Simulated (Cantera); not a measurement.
Cantera run:

```python
import numpy as np
import cantera as ct

gas_names = """
    F F2 N NF NF2 NF3 N2 Si SiF SiF2 SiF3 SiF4 SiN Si2 Si2N Si3
""".split()
cond_names = """
    Si(cr) Si(L) Si3N4(a)
""".split()


# ... load() reads the species with a 1 bar reference pressure and builds the phases ...
atoms = {
    'Si': {'Si': 1},
    'NF3': {'N': 1, 'F': 3},
}
top_T = {'Si3N4(a)': 2400}  # K; cautious upper limits of use, not melting points


# ... equilibrate(T, P, feed) seeds the gas with the atoms and calls Mixture.equilibrate('TP', solver="vcs", rtol=1e-11, max_steps=5000) ...
results = []
feed = {'Si': 1, 'NF3': 1.3}  # mol
for P in [1, 4.2, 18, 75, 320, 1300, 5600, 24000, 100000]:
    for T in [475, 575, 675, 775, 875, 975, 1075, 1175, 1275, 1375, 1475]:
        mix = equilibrate(T, P, feed)
        results.append((T, P, feed, dict(zip(mix.species_names, mix.species_moles))))

for T, P, feed, n in results:
    print(f"{T:7g} {P:10.4g}  " + (" + ".join(c for c in cond_names if n.get(c, 0) > 1e-12) or "gas only"))
```

Output:

```
    475          1  Si3N4(a)
    575          1  Si3N4(a)
    675          1  Si3N4(a)
    775          1  Si3N4(a)
    875          1  Si3N4(a)
    975          1  Si3N4(a)
   1075          1  Si3N4(a)
   1175          1  Si3N4(a)
   1275          1  gas only
   1375          1  gas only
   1475          1  gas only
    475        4.2  Si3N4(a)
    575        4.2  Si3N4(a)
    675        4.2  Si3N4(a)
    775        4.2  Si3N4(a)
    875        4.2  Si3N4(a)
    975        4.2  Si3N4(a)
   1075        4.2  Si3N4(a)
   1175        4.2  Si3N4(a)
   1275        4.2  gas only
   1375        4.2  gas only
   1475        4.2  gas only
    475         18  Si3N4(a)
    575         18  Si3N4(a)
    675         18  Si3N4(a)
    775         18  Si3N4(a)
    875         18  Si3N4(a)
    975         18  Si3N4(a)
   1075         18  Si3N4(a)
   1175         18  Si3N4(a)
   1275         18  Si3N4(a)
   1375         18  gas only
   1475         18  gas only
    475         75  Si3N4(a)
    575         75  Si3N4(a)
    675         75  Si3N4(a)
    775         75  Si3N4(a)
    875         75  Si3N4(a)
    975         75  Si3N4(a)
   1075         75  Si3N4(a)
   1175         75  Si3N4(a)
   1275         75  Si3N4(a)
   1375         75  gas only
   1475         75  gas only
    475        320  Si3N4(a)
    575        320  Si3N4(a)
    675        320  Si3N4(a)
    775        320  Si3N4(a)
    875        320  Si3N4(a)
    975        320  Si3N4(a)
   1075        320  Si3N4(a)
   1175        320  Si3N4(a)
   1275        320  Si3N4(a)
   1375        320  Si3N4(a)
   1475        320  gas only
    475       1300  Si3N4(a)
    575       1300  Si3N4(a)
    675       1300  Si3N4(a)
    775       1300  Si3N4(a)
    875       1300  Si3N4(a)
    975       1300  Si3N4(a)
   1075       1300  Si3N4(a)
   1175       1300  Si3N4(a)
   1275       1300  Si3N4(a)
   1375       1300  Si3N4(a)
   1475       1300  gas only
    475       5600  Si3N4(a)
    575       5600  Si3N4(a)
    675       5600  Si3N4(a)
    775       5600  Si3N4(a)
    875       5600  Si3N4(a)
    975       5600  Si3N4(a)
   1075       5600  Si3N4(a)
   1175       5600  Si3N4(a)
   1275       5600  Si3N4(a)
   1375       5600  Si3N4(a)
   1475       5600  Si3N4(a)
    475    2.4e+04  Si3N4(a)
    575    2.4e+04  Si3N4(a)
    675    2.4e+04  Si3N4(a)
    775    2.4e+04  Si3N4(a)
    875    2.4e+04  Si3N4(a)
    975    2.4e+04  Si3N4(a)
   1075    2.4e+04  Si3N4(a)
   1175    2.4e+04  Si3N4(a)
   1275    2.4e+04  Si3N4(a)
   1375    2.4e+04  Si3N4(a)
   1475    2.4e+04  Si3N4(a)
    475      1e+05  Si3N4(a)
    575      1e+05  Si3N4(a)
    675      1e+05  Si3N4(a)
    775      1e+05  Si3N4(a)
    875      1e+05  Si3N4(a)
    975      1e+05  Si3N4(a)
   1075      1e+05  Si3N4(a)
   1175      1e+05  Si3N4(a)
   1275      1e+05  Si3N4(a)
   1375      1e+05  Si3N4(a)
   1475      1e+05  Si3N4(a)
```

These are equilibrium values from Cantera (NASA tables, ideal gas, pure condensed phases), not measurements of a reactor. The tables' values for SiF2, SiF3 are old estimates.
